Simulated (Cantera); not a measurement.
Charge: 1 mol (CH3)2SiCl2, 0.87 mol C2H2, 1000 mol H2, held at 0.120 bar.

Cantera equilibrium calculation (NASA polynomials, part measured and part estimated; ideal gas, pure solids and liquids). Candidate condensed phases: C, C6H6, C7H8, C8H18, Si, SiC; 109 gas species. The feed counts by its element totals alone. Gases not in the tables: Si2H6 and higher silanes. The numbers say what is thermodynamically allowed, not how fast it happens.

Question: Which condensed phases are stable at each of these points (T (K)): 900, 1050, 1200, 1350, 1500, 1650, 1800, 1950, 2100?

Answer: 
```tsv
T (K)	condensed phases	Si condensed (%)
900	SiC(s)	99.8
1050	SiC(s)	100.0
1200	C(graphite) + SiC(s)	100.0
1350	C(graphite) + SiC(s)	100.0
1500	C(graphite) + SiC(s)	100.0
1650	C(graphite) + SiC(s)	100.0
1800	C(graphite) + SiC(s)	99.8
1950	C(graphite) + SiC(s)	98.4
2100	SiC(s)	86.6
```

From 900 K to 1050 K the condensed part is SiC(s). From 1200 K to 1950 K the condensed part is C(graphite) + SiC(s). At 2100 K the condensed part is SiC(s).
